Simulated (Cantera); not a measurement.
A perfectly stirred reactor is fed with 74.5 % H2, 14.1 % O2, 11.4 % N2, equivalence ratio 2.6, at 100.0 Torr; it is held at 975 K, and followed from long to short residence time.

Cantera simulation using the H2/O2 subset of GRI-Mech 3.0, which has no nitrogen chemistry; the numbers are that mechanism's predictions, not measurements. Radical loss at walls, strong at low pressure, is not modelled. The temperature is held fixed by assumption; the heat of reaction is taken as removed at once.

x: mole fraction; the columns are a selection and need not sum to one.

```json
[
 {"τ (s)": "0.32", "x H2": "0.539", "x O2": "0.00111", "x OH": "…", "x HO2": "4.99e-7", "x O": "1.95e-6", "x H": "0.00406", "x H2O": "0.324"},
 {"τ (s)": "0.12", "x H2": "0.538", "x O2": "0.00183", "x OH": "…", "x HO2": "8.16e-7", "x O": "5.19e-6", "x H": "0.00657", "x H2O": "0.322"},
 {"τ (s)": "0.045", "x H2": "0.536", "x O2": "0.00302", "x OH": "…", "x HO2": "1.33e-6", "x O": "1.38e-5", "x H": "0.0106", "x H2O": "0.319"},
 {"τ (s)": "0.017", "x H2": "0.535", "x O2": "0.00499", "x OH": "…", "x HO2": "2.18e-6", "x O": "3.64e-5", "x H": "0.0167", "x H2O": "0.313"},
 {"τ (s)": "0.0063", "x H2": "0.532", "x O2": "0.00843", "x OH": "…", "x HO2": "3.60e-6", "x O": "9.69e-5", "x H": "0.0262", "x H2O": "0.303"},
 {"τ (s)": "0.0024", "x H2": "0.531", "x O2": "0.0143", "x OH": "…", "x HO2": "5.88e-6", "x O": "0.000247", "x H": "0.0392", "x H2O": "0.287"},
 {"τ (s)": "0.00088", "x H2": "0.535", "x O2": "0.0258", "x OH": "…", "x HO2": "9.81e-6", "x O": "0.000615", "x H": "0.0556", "x H2O": "0.257"},
 {"τ (s)": "0.00033", "x H2": "0.559", "x O2": "0.0482", "x OH": "…", "x HO2": "1.56e-5", "x O": "0.00129", "x H": "0.0678", "x H2O": "0.202"},
 {"τ (s)": "0.00012", "x H2": "0.639", "x O2": "0.0943", "x OH": "…", "x HO2": "2.07e-5", "x O": "0.00160", "x H": "0.0521", "x H2O": "0.0965"}
]
```

Fill in the missing entries.


- 0.32, x OH: 5.38e-6
- 0.12, x OH: 9.64e-6
- 0.045, x OH: 1.80e-5
- 0.017, x OH: 3.50e-5
- 0.0063, x OH: 7.24e-5
- 0.0024, x OH: 0.000151
- 0.00088, x OH: 0.000321
- 0.00033, x OH: 0.000590
- 0.00012, x OH: 0.000646
